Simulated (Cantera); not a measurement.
Feed: 1 mol n-butane, 0.55 mol H2O, held at 2275 K and 0.0170 bar.

Equilibrium computed with Cantera from the NASA thermochemical tables; the gas is ideal and each condensed phase is pure. Equilibrium is a limit: real reactors are often held back by kinetics, nucleation or transport.

```json
[
 {"species": "H2", "before": "0.849", "after": "0.890"},
 {"species": "CO", "before": "0.0875", "after": "0.0894"},
 {"species": "H", "before": "0.0600", "after": "0.0171"},
 {"species": "CH4", "before": "2.76e-6", "after": "3.92e-5"},
 {"species": "CH3", "before": "3.68e-6", "after": "1.42e-5"},
 {"species": "C2H2 (acetylene)", "before": "0.00323", "after": "0.00339"},
 {"species": "C(graphite), mol", "before": "3.41", "after": "3.41"}
]
```
Gas species are given as mole fractions.

Problem. What was changed between the two runs?
A. temperature from 2275 K to 2348 K
B. pressure from 0.0170 bar to 0.220 bar
C. H2O from 0.55 to 0.039 mol
D. H2O from 0.55 to 1.1 mol

Solution. B, pressure from 0.0170 bar to 0.220 bar
